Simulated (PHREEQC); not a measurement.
Consider water at 25 °C with 3.2 mmol/kgw Pb(NO3)2 and 0.31 mmol/kgw KCl. Closed to the air; pH follows from the charge balance.

Computed with PHREEQC (ion-association model, phreeqc.dat).

This is a speciation only: nothing precipitates in the calculation.

Task: Estimate the pH, specific conductance.

Result: pH 5.18; specific conductance 827 µS/cm.

Task: In which forms is N present?

Result: NO3- 97 %, PbNO3+ 2.9 % of the N.

Species that the database lacks are ignored.
